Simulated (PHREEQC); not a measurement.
Make-up at 90 °C: 0.036 mol/kgw HBr and 0.0053 mol/kgw ZnSO4. Closed to the air; pH follows from the charge balance.

All values are PHREEQC results (ion-association model, phreeqc.dat), not measurements.

```json
[
 {"quantity": "pH", "before": "1.58", "after": "2.23"},
 {"quantity": "ionic strength (mol/kgw)", "before": "0.0474", "after": "0.00986"},
 {"quantity": "HSO4- (mol/kgw)", "before": "0.00450", "after": "0.000700"},
 {"quantity": "SO4-2 (mol/kgw)", "before": "0.000606", "after": "0.000315"},
 {"quantity": "ZnSO4 (mol/kgw)", "before": "0.000194", "after": "4.50e-5"}
]
```

**Question.** Which change was made?
A. ZnSO4 from 0.0053 to 0.053 mol/kgw
B. temperature from 90 to 70 °C
C. HBr from 0.036 to 0.36 mol/kgw
D. diluted 5-fold with water
E. HBr from 0.036 to 0.0072 mol/kgw

**Answer.** D, diluted 5-fold with water

Precipitation was switched off in this run. At this temperature some constants are extrapolated from 25 °C, and those without enthalpy data are left unchanged.
